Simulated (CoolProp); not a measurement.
Vapour-liquid equilibrium of benzene (1) + m-xylene (2) at 58.05 °C; x and y are mole fractions of (1).

Model: multi-fluid Helmholtz-energy mixture model, Thol 2012 and Zhou 2012; pair parameters Bell 2016, in CoolProp.

```json
[
 {"x": "0.05", "bubble pressure (MPa)": "0.008274", "y at the bubble point": "0.304", "dew pressure at overall composition x (MPa)": "0.006325", "liquid density (mol/L)": "7.938"},
 {"x": "0.2", "bubble pressure (MPa)": "0.01475", "y at the bubble point": "0.668", "dew pressure at overall composition x (MPa)": "0.007346", "liquid density (mol/L)": "8.288"},
 {"x": "0.35", "bubble pressure (MPa)": "0.02106", "y at the bubble point": "0.809", "dew pressure at overall composition x (MPa)": "0.008758", "liquid density (mol/L)": "8.665"},
 {"x": "0.5", "bubble pressure (MPa)": "0.02734", "y at the bubble point": "0.886", "dew pressure at overall composition x (MPa)": "0.01083", "liquid density (mol/L)": "9.074"},
 {"x": "0.65", "bubble pressure (MPa)": "0.03368", "y at the bubble point": "0.935", "dew pressure at overall composition x (MPa)": "0.01419", "liquid density (mol/L)": "9.519"},
 {"x": "0.8", "bubble pressure (MPa)": "0.04009", "y at the bubble point": "0.968", "dew pressure at overall composition x (MPa)": "0.02048", "liquid density (mol/L)": "10.01"},
 {"x": "0.95", "bubble pressure (MPa)": "0.04658", "y at the bubble point": "0.993", "dew pressure at overall composition x (MPa)": "0.03634", "liquid density (mol/L)": "10.54"}
]
```

No azeotrope shows between x = 0.05 and 0.95.

Pair parameters are fitted to limited data, so mixtures are less certain than the pure fluids.
